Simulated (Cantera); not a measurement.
## Premixed flame

A freely propagating, adiabatic, planar premixed flame of H₂ : O₂ : N₂ = 1 : 0.455 : 1.23 (molar parts), equivalence ratio 1.1, unburnt at 425 K and 6000 Torr; mixture-averaged transport, grid criteria slope 0.08 and curve 0.16, no radiation.

Model: the H2/O2 subset of GRI-Mech 3.0, which has no nitrogen chemistry, integrated in Cantera. The hydrogen kinetics of GRI-Mech 3.0 are dated; newer H2 mechanisms differ, most at raised pressure. Burning velocities carry a grid error of a few per cent, more on coarse grids.

```
z (mm)    T (K)  u (m/s)    x H₂     x O₂      x H    x H₂O₂     x OH    x H₂O
--------  -----  -------  ------  -------  -------  --------  -------  -------
-0.0791     425     5.66   0.372    0.169    <1e-8     <1e-8    <1e-8    <1e-8
-0.0527     425     5.66   0.372    0.169    <1e-8     <1e-8    <1e-8  2.98e-8
-0.0395     425     5.66   0.372    0.170    <1e-8     <1e-8    <1e-8  3.99e-7
-0.0264     426     5.66   0.371    0.170    <1e-8   5.31e-8    <1e-8  7.81e-6
-0.0132     476     6.18   0.353    0.174  3.11e-6   2.05e-5  1.86e-5  0.00177
-0.00659    830     10.3   0.300    0.168  0.00199  0.000169  0.00141   0.0334
0          1392     16.6   0.211    0.130   0.0166   6.25e-5  0.00425    0.126
0.00659    1787     21.0   0.130   0.0743   0.0333   6.89e-6   0.0108    0.228
0.0132     2008     23.4  0.0896   0.0409   0.0382   4.31e-6   0.0173    0.284
0.0264     2226     25.7  0.0690   0.0207   0.0325   2.68e-6   0.0226    0.320
0.0527     2418     27.7  0.0623   0.0138   0.0221   1.88e-6   0.0227    0.340
0.105      2575     29.1  0.0561  0.00948   0.0139   1.42e-6   0.0200    0.358
0.211      2684     30.1  0.0502  0.00624  0.00891   1.09e-6   0.0166    0.372
```
x: mole fraction of selected species; z is measured from the peak of heat release.

```yaml
laminar_burning_velocity: 566 cm/s
thermal_thickness: 0.0264 mm
peak x(H): 0.0383
peak x(H₂O₂): 0.000176
peak x(OH): 0.0232
grid_points: 106
```
